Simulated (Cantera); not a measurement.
An isothermal, constant-pressure homogeneous reactor starts with H₂ : O₂ : N₂ = 0.041 : 1 : 2.2 (molar parts), equivalence ratio 0.021, at 1350 K and 0.0267 bar.

Cantera simulation using the H2/O2 subset of GRI-Mech 3.0, which has no nitrogen chemistry; the numbers are that mechanism's predictions, not measurements. Radical loss at walls, strong at low pressure, is not modelled.

x: mole fraction; the columns are a selection and need not sum to one.

| t (s) | x H₂ | x O₂ | x HO₂ | x H₂O | x H₂O₂ |
|---|---|---|---|---|---|
| 0.000100 | 0.0127 | 0.309 | 8.91e-9 | 2.13e-9 | 2.86e-12 |
| 0.000228 | 0.0127 | 0.309 | 2.03e-8 | 1.85e-8 | 1.43e-11 |
| 0.000521 | 0.0127 | 0.309 | 4.67e-8 | 2.26e-7 | 6.78e-11 |
| 0.00119 | 0.0126 | 0.309 | 1.33e-7 | 1.28e-5 | 3.14e-10 |
| 0.00271 | 0.00255 | 0.300 | 1.26e-6 | 0.00805 | 6.72e-8 |
| 0.00620 | [?] | 0.298 | 9.62e-7 | 0.0112 | 2.71e-8 |
| 0.0141 | 0.000156 | 0.298 | 9.30e-7 | 0.0113 | 2.66e-8 |
| 0.0323 | 0.000128 | 0.299 | 8.63e-7 | 0.0116 | 2.55e-8 |
| 0.0737 | 8.52e-5 | 0.301 | 7.29e-7 | 0.0119 | 2.28e-8 |
| 0.168 | 4.07e-5 | 0.303 | 5.11e-7 | 0.0123 | 1.74e-8 |
| 0.384 | 1.35e-5 | 0.304 | 2.71e-7 | 0.0125 | 1.02e-8 |
| 0.876 | 3.59e-6 | 0.304 | 1.08e-7 | 0.0126 | 4.59e-9 |
| 2.00 | [?] | 0.304 | [?] | 0.0127 | [?] |

What belongs in the gaps?


- 0.00620, x H₂: 0.000172
- 2.00, x H₂: 9.15e-7
- 2.00, x HO₂: 3.73e-8
- 2.00, x H₂O₂: 1.70e-9
